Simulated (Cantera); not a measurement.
Input (Python, Cantera) and output of one run.

```python
import numpy as np
import cantera as ct

gas_names = """
    H2 H2O
""".split()
cond_names = """
    Fe(OH)3(s) Fe(OH)2(s)
""".split()


# ... load() reads the species with a 1 bar reference pressure and builds the phases ...
species = {s.name: s for s in load("nasa_gas.yaml", gas_names) + load("nasa_condensed.yaml", cond_names)}
# Each term lists the table entries of one substance; the one whose range holds T is used.
reactions = {
    'H2(g) + 2 Fe(OH)3 = 2 Fe(OH)2 + 2 H2O(g)':
        [(-1, ['H2']), (-2, ['Fe(OH)3(s)']), (2, ['Fe(OH)2(s)']), (2, ['H2O'])],
}


def pick(names, T):
    return next(species[n] for n in names if species[n].thermo.min_temp <= T <= species[n].thermo.max_temp)


results = []
for label, terms in reactions.items():
    print(label)
    print("     T/K   dH/kJ  dS/(J/K)   dG/kJ   log10 K")
    for T in [300, 600, 675, 750, 825, 900, 975, 1050, 1125, 1200, 1275, 1350]:
        used = [(nu, pick(names, T)) for nu, names in terms]
        dH = sum(nu * s.thermo.h(T) for nu, s in used) / 1e6
        dS = sum(nu * s.thermo.s(T) for nu, s in used) / 1e3
        dG = dH - T * dS / 1e3
        logK = -dG * 1e6 / (ct.gas_constant * T * np.log(10))
        results.append((label, T, dH, dS, dG, logK, [s.name for _, s in used]))
        print(f"{T:8g} {dH:8.1f} {dS:8.1f} {dG:8.1f} {logK:8.2f}")
```

Result:

```
H2(g) + 2 Fe(OH)3 = 2 Fe(OH)2 + 2 H2O(g)
     T/K   dH/kJ  dS/(J/K)   dG/kJ   log10 K
     300     33.5    213.6    -30.6     5.32
     600     34.3    217.2    -96.0     8.36
     675     33.1    215.2   -112.2     8.68
     750     31.5    213.1   -128.3     8.93
     825     29.8    210.8   -144.2     9.13
     900     27.8    208.6   -159.9     9.28
     975     25.7    206.3   -175.5     9.40
    1050     23.4    204.0   -190.8     9.49
    1125     20.9    201.8   -206.1     9.57
    1200     18.3    199.5   -221.1     9.62
    1275     15.6    197.4   -236.0     9.67
    1350     12.9    195.2   -250.7     9.70
```

Source: NASA polynomial tables (part measured, part estimated), evaluated in Cantera. Condensed species are held in their standard states even where they would react or evaporate.
